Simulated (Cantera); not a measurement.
Cantera run:

```python
import numpy as np
import cantera as ct

gas_names = """
    N NO NO2 NO3 N2 N2O O O2 O3 Si SiN SiO SiO2 Si2 Si2N Si3
""".split()
cond_names = """
    Si(cr) Si(L) SiO2(Lqz) SiO2(hqz) SiO2(L) Si2N2O(s) Si3N4(a)
""".split()


def load(file, names, dense=False):
    # The tables refer to 1 bar. Condensed volumes are neglected.
    table = {s.name: s for s in ct.Species.list_from_file(file)}
    out = []
    for n in names:
        d = dict(table[n].input_data)
        d["thermo"] = dict(d["thermo"], **{"reference-pressure": 1e5})
        if dense:
            d["equation-of-state"] = {"model": "constant-volume", "density": "1e6 g/cm^3"}
        out.append(ct.Species.from_dict(d))
    return out


gas = ct.Solution(thermo="ideal-gas", species=load("nasa_gas.yaml", gas_names))
cond = {s.name: ct.Solution(thermo="fixed-stoichiometry", species=[s], name=s.name)
        for s in load("nasa_condensed.yaml", cond_names, dense=True)}
atoms = {
    'Si3N4': {'Si': 3, 'N': 4},
    'N2O': {'N': 2, 'O': 1},
    'N2': {'N': 2},
}
top_T = {'Si2N2O(s)': 2100, 'Si3N4(a)': 2400}  # K; cautious upper limits of use, not melting points


def equilibrate(T, P, feed):
    n = {}
    for name, mol in feed.items():
        for a, k in atoms[name].items():
            n[a] = n.get(a, 0.0) + k * mol
    gas.TPX = T, P, n
    mass = sum(n.values()) * gas.mean_molecular_weight
    gas.equilibrate("TP")
    valid = [c for c in cond.values() if c.min_temp <= T <= top_T.get(c.name, c.max_temp)]
    mix = ct.Mixture([(gas, mass / gas.mean_molecular_weight)] + [(c, 0.0) for c in valid])
    mix.T, mix.P = T, P
    mix.equilibrate("TP", solver="vcs", rtol=1e-11, max_steps=5000)
    return mix


results = []
feed = {'Si3N4': 1, 'N2O': 0.099, 'N2': 94}  # mol
P = 2  # Pa
for T in [975, 1075, 1175, 1275, 1375, 1475, 1575, 1675, 1775, 1875, 1975, 2075, 2175]:
    mix = equilibrate(T, P, feed)
    results.append((T, P, feed, dict(zip(mix.species_names, mix.species_moles))))
    x = sorted(zip(gas.X, gas.species_names), reverse=True)
    print(f"T = {T:g} K  P = {P:g} Pa  gas = {mix.phase_moles(0):.4g} mol")
    print("   x: " + "  ".join(f"{s} {v:.3e}" for v, s in x if v > 1e-06))
    print("   condensed (mol): " + ("  ".join(f"{mix.phase(i).name} {mix.phase_moles(i):.4g}"
          for i in range(1, mix.n_phases) if mix.phase_moles(i) > 1e-12) or "none"))
```

It prints:

```
T = 975 K  P = 2 Pa  gas = 94.13 mol
   x: N2 1.000e+00
   condensed (mol): Si2N2O(s) 0.099  Si3N4(a) 0.934
T = 1075 K  P = 2 Pa  gas = 94.13 mol
   x: N2 1.000e+00
   condensed (mol): Si2N2O(s) 0.099  Si3N4(a) 0.934
T = 1175 K  P = 2 Pa  gas = 94.13 mol
   x: N2 1.000e+00
   condensed (mol): Si2N2O(s) 0.09899  Si3N4(a) 0.934
T = 1275 K  P = 2 Pa  gas = 94.13 mol
   x: N2 1.000e+00  SiO 1.581e-05
   condensed (mol): Si2N2O(s) 0.09751  Si3N4(a) 0.9345
T = 1375 K  P = 2 Pa  gas = 94.24 mol
   x: N2 9.991e-01  SiO 8.501e-04  Si 6.079e-06
   condensed (mol): Si2N2O(s) 0.01888  Si3N4(a) 0.9605
T = 1475 K  P = 2 Pa  gas = 96.23 mol
   x: N2 9.987e-01  SiO 1.029e-03  Si 2.875e-04  Si2N 2.681e-06  SiN 1.840e-06
   condensed (mol): Si(cr) 2.873
T = 1575 K  P = 2 Pa  gas = 96.48 mol
   x: N2 9.961e-01  Si 2.870e-03  SiO 1.026e-03  Si2N 1.984e-05  SiN 1.214e-05  Si2 6.105e-06  Si3 1.278e-06
   condensed (mol): Si(cr) 2.618
T = 1675 K  P = 2 Pa  gas = 98.35 mol
   x: N2 9.770e-01  Si 2.170e-02  SiO 1.007e-03  Si2N 1.139e-04  Si2 8.449e-05  SiN 6.319e-05  Si3 2.092e-05
   condensed (mol): Si(cr) 0.7155
T = 1775 K  P = 2 Pa  gas = 99.09 mol
   x: N2 9.698e-01  Si 2.907e-02  SiO 9.991e-04  SiN 6.110e-05  Si2 4.309e-05  Si2N 2.676e-05  Si3 2.754e-06
   condensed (mol): none
T = 1875 K  P = 2 Pa  gas = 99.09 mol
   x: N2 9.697e-01  Si 2.919e-02  SiO 9.990e-04  SiN 4.602e-05  Si2 1.412e-05  Si2N 4.403e-06
   condensed (mol): none
T = 1975 K  P = 2 Pa  gas = 99.1 mol
   x: N2 9.697e-01  Si 2.923e-02  SiO 9.990e-04  SiN 3.560e-05  Si2 5.154e-06
   condensed (mol): none
T = 2075 K  P = 2 Pa  gas = 99.1 mol
   x: N2 9.697e-01  Si 2.924e-02  SiO 9.990e-04  SiN 2.822e-05  Si2 2.070e-06
   condensed (mol): none
T = 2175 K  P = 2 Pa  gas = 99.1 mol
   x: N2 9.697e-01  Si 2.925e-02  SiO 9.990e-04  SiN 2.286e-05  N 2.029e-06
   condensed (mol): none
```

Equilibrium computed with Cantera from the NASA thermochemical tables; the gas is ideal and each condensed phase is pure. Mutual solubility and eutectic melting of coexisting phases are not modelled. The tables' values for SiN are old estimates; treat these amounts as uncertain.
